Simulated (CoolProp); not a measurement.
Model: reference Helmholtz-energy equation of state, Platzer 1990, in CoolProp. This equation is an older, rougher fit.

For R13, give the phase and the cp (kJ/(kg K)), cv (kJ/(kg K)) at 176.85 °C and 0.922 bar; 176.85 °C and 13.5 bar.


- 176.85 °C and 0.922 bar: gas; cp 0.783, cv 0.703
- 176.85 °C and 13.5 bar: gas; cp 0.801, cv 0.707
